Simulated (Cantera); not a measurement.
An isothermal, constant-pressure homogeneous reactor starts with C₂H₆ : N₂ = 1 : 2.7 (molar parts), at 1950 K and 100000 Pa. Integrator tolerance rtol = 1e-08.

Detailed kinetics in Cantera: GRI-Mech 3.0 (53 species, 325 reactions). GRI-Mech 3.0 stops at C3 and has no aromatics, soot or wall deposition, so with more carbon than oxygen in the feed, carbon stays in small species such as C2H2 where larger ones or solid carbon would form.

Question: What does this change do: temperature 1950 to 2023 K?

Answer: 
```csv
quantity,before,after
x(C₂H₆) at 10.0 s,1.18e-7 (gas-phase equilibrium 7.17e-8),5.67e-8 (gas-phase equilibrium 3.42e-8)
x(HCN) at 10.0 s,0.000927 (gas-phase equilibrium 0.138),0.00316 (gas-phase equilibrium 0.142)
x(CH₂) at 10.0 s,1.69e-7 (gas-phase equilibrium 1.32e-7),3.07e-7 (gas-phase equilibrium 2.39e-7)
x(C₂H) at 10.0 s,5.34e-6 (gas-phase equilibrium 3.24e-6),1.13e-5 (gas-phase equilibrium 6.79e-6)
x(C₂H₄) at 10.0 s,0.000540 (gas-phase equilibrium 0.000328),0.000356 (gas-phase equilibrium 0.000214)
x(C₂H₂) at 10.0 s,0.174 (gas-phase equilibrium 0.105),0.173 (gas-phase equilibrium 0.104)
```

Question: What does this change do: N2 2.7 to 0.84 parts?

Answer: 
```csv
quantity,before,after
x(C₂H₆) at 10.0 s,1.18e-7 (gas-phase equilibrium 7.17e-8),3.84e-7 (gas-phase equilibrium 2.97e-7)
x(HCN) at 10.0 s,0.000927 (gas-phase equilibrium 0.138),0.000525 (gas-phase equilibrium 0.119)
x(CH₂) at 10.0 s,1.69e-7 (gas-phase equilibrium 1.32e-7),2.50e-7 (gas-phase equilibrium 2.20e-7)
x(C₂H) at 10.0 s,5.34e-6 (gas-phase equilibrium 3.24e-6),6.51e-6 (gas-phase equilibrium 5.02e-6)
x(C₂H₄) at 10.0 s,0.000540 (gas-phase equilibrium 0.000328),0.00119 (gas-phase equilibrium 0.000917)
x(C₂H₂) at 10.0 s,0.174 (gas-phase equilibrium 0.105),0.258 (gas-phase equilibrium 0.199)
```
